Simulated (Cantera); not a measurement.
Input: 1 mol Al(CH3)3, 19 mol N2O, 9.9 mol H2, 95 mol N2, at 1250 °C and 750 Torr.

Cantera equilibrium calculation (NASA polynomials, part measured and part estimated; ideal gas, pure solids and liquids). Candidate condensed phases: Al, AlN, Al2O3, C, C6H6, C7H8, C8H18, H2O; 148 gas species. The feed counts by its element totals alone. Gases not in the tables: Al(OH)3. Equilibrium is a limit: real reactors are often held back by kinetics, nucleation or transport.

**Question.** What is the equilibrium state?

**Answer.** 
| Item | Value |
|---|---|
| x(N2) | 0.868 |
| x(H2O) | 0.0944 |
| x(CO2) | 0.0159 |
| x(H2) | 0.0152 |
| x(CO) | 0.00688 |
| x(H) | 2.85e-6 |
| n(Al2O3(s)) | 0.500 mol |
| gas amount | 131.4 mol |
| log10 activity of C(graphite) (absent) | -5.79 |
| log10 activity of Al(l) (absent) | -13.19 |
